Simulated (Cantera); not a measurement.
# Catalytic combustion on Pt

An isothermal plug-flow reactor at 950 K and 1.00 bar (inlet), inlet velocity 2.9 m/s, active area per volume 130 1/m; feed 0.505 % CO, 2.22 % O₂, 97.3 % N₂, equivalence ratio 0.11.

Computed with Cantera and Deutschmann's 1995 Pt surface mechanism with GRI-Mech 3.0 gas chemistry. Catalytic surfaces can have several steady states; this one follows from the mechanism file's or the stated starting coverage. Mass transfer to the wall is taken as infinitely fast.

```tsv
z (m)	x CO	x O₂	x H₂O	x CO₂	θ free Pt	θ O*	θ CO*
7.4e-05	0.00438	0.0218	<1e-12	0.000670	0.733	0.0237	0.243
0.00012	0.00394	0.0216	<1e-12	0.00111	0.751	0.0269	0.222
0.00021	0.00304	0.0212	<1e-12	0.00201	0.791	0.0379	0.171
0.00035	0.00150	0.0204	<1e-12	0.00356	0.810	0.145	0.0453
0.00058	0.000807	0.0201	<1e-12	0.00425	0.300	0.699	0.000954
0.00096	0.000525	0.0199	<1e-12	0.00454	0.261	0.739	0.000444
0.0016	0.000290	0.0198	<1e-12	0.00477	0.241	0.758	0.000205
0.0027	0.000117	0.0197	<1e-12	0.00494	0.231	0.769	7.46e-5
0.0045	2.88e-5	0.0197	<1e-12	0.00503	0.226	0.774	1.76e-5
0.0074	3.17e-6	0.0197	<1e-12	0.00506	0.225	0.775	1.91e-6
```
x: gas mole fraction; θ: surface coverage.
